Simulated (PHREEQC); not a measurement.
HNO3 is added in steps, without added water, to 1 kg of water holding 1.4 mmol/kgw KH2PO4, 80 mmol/kgw Na2SO4 and 0.28 mmol/kgw KCl, at 20 °C. Oxygen is held at 0.21 atm. The system is closed to CO2. Only these solids could form: Halite, Mirabilite.

Base run: PHREEQC, ion-association model, wateq4f.dat. Each further column changes one thing. The table gives H3PO4 (mol/kgw).

| HNO3 added (mol) | base | temperature from 20 to 30 °C | KH2PO4 from 0.0014 to 0.0007 mol/kgw | temperature from 20 to 60 °C | no solid may form |
|---|---|---|---|---|---|
| 0 | 1.06e-6 | 1.14e-6 | 3.72e-7 | 1.30e-6 | 1.06e-6 |
| 0.0015 | 5.41e-5 | 5.33e-5 | 2.75e-5 | ? | 5.41e-5 |
| 0.00375 | 0.000129 | ? | 6.58e-5 | 0.000106 | 0.000129 |
| 0.00525 | 0.000176 | 0.000174 | ? | 0.000146 | 0.000176 |
| 0.00675 | 0.000220 | ? | 0.000112 | 0.000184 | 0.000220 |
| 0.00825 | 0.000262 | 0.000259 | 0.000133 | 0.000221 | 0.000262 |
| 0.0105 | 0.000320 | 0.000318 | 0.000162 | 0.000274 | 0.000320 |
| 0.012 | 0.000357 | ? | 0.000180 | ? | 0.000357 |

Question: Complete the blanks.

Answer: 
- 0.0015, temperature from 20 to 60 °C: 4.37e-5
- 0.00375, temperature from 20 to 30 °C: 0.000128
- 0.00525, KH2PO4 from 0.0014 to 0.0007 mol/kgw: 8.94e-5
- 0.00675, temperature from 20 to 30 °C: 0.000218
- 0.012, temperature from 20 to 30 °C: 0.000354
- 0.012, temperature from 20 to 60 °C: 0.000308

H3PO4, which wateq4f.dat lacks, is added to it with the constant of phreeqc.dat. Away from 25 °C the constants follow the database's enthalpies or fits; those with neither stay at their 25 °C values.
